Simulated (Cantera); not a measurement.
A perfectly stirred reactor is fed with CH4 : H2O = 1 : 3.2 (molar parts), at 10.0 bar; it is held at 1400 K, and followed from long to short residence time.

Cantera simulation using GRI-Mech 3.0 (53 species, 325 reactions); the numbers are that mechanism's predictions, not measurements.

Question: What does this change do: H2O 3.2 to 0.52 parts?

Answer: 
| quantity | before | after |
|---|---|---|
| x(CH4) at τ = 9.50 s | 0.152 | 0.426 |
| x(H2O) at τ = 9.50 s | 0.643 | 0.262 |
| x(C2H2) at τ = 9.50 s | 0.00711 | 0.0200 |
| x(CH2) at τ = 9.50 s | 6.52e-11 | 9.94e-11 |
| x(OH) at τ = 9.50 s | 4.82e-8 | 1.65e-8 |
| x(CH4) at τ = 79.0 ms | 0.224 | 0.613 |
| x(H2O) at τ = 79.0 ms | 0.755 | 0.335 |
| x(C2H2) at τ = 79.0 ms | 0.00327 | 0.00686 |
| x(CH2) at τ = 79.0 ms | 6.44e-11 | 5.88e-11 |
| x(OH) at τ = 79.0 ms | 5.63e-8 | 1.48e-8 |
GRI-Mech 3.0 stops at C3 and has no aromatics, soot or wall deposition, so with more carbon than oxygen in the feed, carbon stays in small species such as C2H2 where larger ones or solid carbon would form.
